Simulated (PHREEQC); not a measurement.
A solution holds 0.001 mol/kgw H2SO4, 0.0025 mol/kgw K2SO4 and 0.0017 mol/kgw CuSO4, at 38 °C. Closed to the air; pH follows from the charge balance.

The numbers come from PHREEQC with the ion-association model, phreeqc.dat.

```tsv
quantity	before	after
pH	2.87	3.02
ionic strength (mol/kgw)	0.0143	0.0404
HSO4- (mol/kgw)	0.000508	0.000896
KSO4- (mol/kgw)	0.000108	0.00122
```

Task: Name the change that produced these shifts.
A) K2SO4 from 0.0025 to 0.0125 mol/kgw
B) CuSO4 from 0.0017 to 0.0034 mol/kgw
C) temperature from 38 to 15 °C
D) CuSO4 left out
E) 0.00035 mol/kgw KCl added

Result: A, K2SO4 from 0.0025 to 0.0125 mol/kgw

This is a speciation only: nothing precipitates in the calculation. At this temperature some constants are extrapolated from 25 °C, and those without enthalpy data are left unchanged.
